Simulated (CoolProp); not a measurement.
Vapour-liquid equilibrium of methane (1) + ethane (2) at -130.05 °C; x and y are mole fractions of (1).

Computed with CoolProp (multi-fluid Helmholtz-energy mixture model, Setzmann 1991 and Bücker 2006; pair parameters Kunz 2012).

```tsv
x	bubble pressure, mixture model (MPa)	bubble pressure, Raoult's law (MPa)	y, mixture model	y, Raoult's law
0.05	0.05302	0.04241	0.905	0.884
0.2	0.1849	0.1542	0.975	0.973
0.35	0.3011	0.2659	0.986	0.987
0.5	0.4053	0.3777	0.991	0.993
0.65	0.5025	0.4894	0.994	0.996
0.8	0.5996	0.6012	0.997	0.998
0.95	0.7081	0.7129	0.999	1.000
```

The largest gap from Raoult's law is +25.0 % in bubble pressure, at x = 0.05. No azeotrope shows between x = 0.05 and 0.95.

The pair parameters rest on a limited set of measurements; away from them the model extrapolates. The gap from Raoult's law changes sign with composition, which may be real or a fault of the pair parameters; it wasn't checked against measurements.
